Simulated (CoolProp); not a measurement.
Vapour-liquid equilibrium of R22 (1) + C3F8 (R218) (2) at 232.4 K; x and y are mole fractions of (1).

The numbers come from the multi-fluid Helmholtz-energy mixture model, Kamei 1995 and Lemmon 2006; pair parameters Bell 2016 in CoolProp.

| x | bubble pressure (MPa) | y at the bubble point | dew pressure at overall composition x (MPa) | liquid density (mol/L) |
|---|---|---|---|---|
| 0.05 | 0.09623 | 0.160 | 0.08782 | 8.855 |
| 0.125 | 0.1103 | 0.313 | 0.09343 | 9.177 |
| 0.2 | 0.1205 | 0.408 | 0.09968 | 9.526 |
| 0.275 | 0.1275 | 0.472 | 0.1066 | 9.905 |
| 0.35 | 0.1319 | 0.516 | 0.1142 | 10.32 |
| 0.425 | 0.1345 | 0.547 | 0.1224 | 10.77 |
| 0.5 | 0.1358 | 0.571 | 0.1304 | 11.27 |
| 0.575 | 0.1364 | 0.591 | 0.1360 | 11.82 |
| 0.65 | 0.1362 | 0.611 | 0.1342 | 12.43 |
| 0.725 | 0.1353 | 0.634 | 0.1276 | 13.11 |
| 0.8 | 0.1328 | 0.668 | 0.1200 | 13.86 |
| 0.875 | 0.1274 | 0.727 | 0.1126 | 14.69 |
| 0.95 | 0.1157 | 0.843 | 0.1058 | 15.62 |

y crosses x between x = 0.575 and 0.65: the model has an azeotrope there.

Pair parameters are fitted to limited data, so mixtures are less certain than the pure fluids.
